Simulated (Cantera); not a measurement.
An adiabatic, constant-pressure homogeneous reactor starts with 16.6 % CH₄, 17.5 % O₂, 65.9 % N₂, at 1300 K and 100000 Pa.

Cantera simulation using GRI-Mech 3.0 (53 species, 325 reactions); the numbers are that mechanism's predictions, not measurements.

x: mole fraction; the columns are a selection and need not sum to one.

| t (s) | T (K) | x CH₄ | x O₂ | x C₂H₆ | x HCN | x H |
|---|---|---|---|---|---|---|
| 3.00e-6 | 1300 | 0.166 | 0.175 | <1e-12 | <1e-12 | 2.16e-10 |
| 8.46e-6 | 1300 | 0.166 | 0.175 | <1e-12 | <1e-12 | 2.29e-10 |
| 2.38e-5 | 1300 | 0.166 | 0.175 | 1.41e-11 | <1e-12 | 2.66e-10 |
| 6.72e-5 | 1300 | 0.166 | 0.175 | 3.69e-10 | <1e-12 | 4.00e-10 |
| 0.000189 | 1300 | 0.166 | 0.175 | 1.33e-8 | <1e-12 | 1.04e-9 |
| 0.000534 | 1300 | 0.166 | 0.175 | 7.13e-7 | <1e-12 | 4.32e-9 |
| 0.00151 | 1300 | 0.166 | 0.175 | ? | <1e-12 | ? |
| 0.00424 | 1302 | 0.166 | 0.174 | ? | <1e-12 | ? |
| 0.0120 | 1322 | 0.161 | 0.171 | 0.000949 | <1e-12 | 2.32e-7 |
| 0.0337 | 2400 | 1.39e-11 | 1.15e-5 | <1e-12 | 1.05e-7 | 0.00613 |
| 0.0950 | 2401 | 1.37e-11 | 1.15e-5 | <1e-12 | 8.04e-8 | 0.00614 |
| 0.268 | 2401 | 1.37e-11 | 1.15e-5 | <1e-12 | 7.98e-8 | 0.00614 |
| 0.755 | 2401 | 1.37e-11 | 1.15e-5 | <1e-12 | 7.98e-8 | 0.00614 |
| 2.13 | 2401 | 1.37e-11 | 1.15e-5 | <1e-12 | 7.98e-8 | 0.00614 |
| 6.00 | 2401 | 1.37e-11 | 1.15e-5 | <1e-12 | 7.98e-8 | 0.00614 |

Question: Complete the blanks.

Answer: 
- 0.00151, x C₂H₆: 1.78e-5
- 0.00151, x H: 1.05e-8
- 0.00424, x C₂H₆: 0.000121
- 0.00424, x H: 2.51e-8
